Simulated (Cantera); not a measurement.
# Adiabatic ignition

An adiabatic, constant-volume homogeneous reactor starts with CH4 : C2H6 : O2 : N2 = 1 : 0.047 : 2.33 : 8.75 (molar parts), at 1375 K and 0.380 bar.

Computed with Cantera and GRI-Mech 3.0 (53 species, 325 reactions).

```
t (s)     T (K)  P (bar)   x CH4   x C2H6    x O2    x C2H4      x NO
--------  -----  -------  ------  -------  ------  --------  --------
9.00e-6    1375    0.380  0.0825  0.00387   0.192   7.50e-9    <1e-12
2.88e-5    1375    0.380  0.0825  0.00387   0.192   1.06e-7    <1e-12
9.19e-5    1375    0.380  0.0825  0.00386   0.192   1.31e-6    <1e-12
0.000294   1375    0.380  0.0824  0.00382   0.192   1.70e-5    <1e-12
0.000939   1377    0.381  0.0818  0.00369   0.192  0.000218    <1e-12
0.00300    2631    0.773  <1e-12   <1e-12  0.0352    <1e-12  0.000428
0.00959    2766    0.804  <1e-12   <1e-12  0.0282    <1e-12    0.0119
0.0306     2766    0.804  <1e-12   <1e-12  0.0281    <1e-12    0.0120
0.0979     2766    0.804  <1e-12   <1e-12  0.0281    <1e-12    0.0120
0.313      2766    0.804  <1e-12   <1e-12  0.0281    <1e-12    0.0120
1.00       2766    0.804  <1e-12   <1e-12  0.0281    <1e-12    0.0120
```
x: mole fraction; the columns are a selection and need not sum to one.

```json
{
  "time_of_steepest_temperature_rise": "2.87 ms",
  "temperature at 1.00 s": "2766 K",
  "equilibrium_temperature": "2766 K",
  "x(CH4) at 1.00 s": "<1e-12 (gas-phase equilibrium <1e-12)",
  "x(C2H6) at 1.00 s": "<1e-12 (gas-phase equilibrium <1e-12)",
  "x(O2) at 1.00 s": "0.0281 (gas-phase equilibrium 0.0281)"
}
```
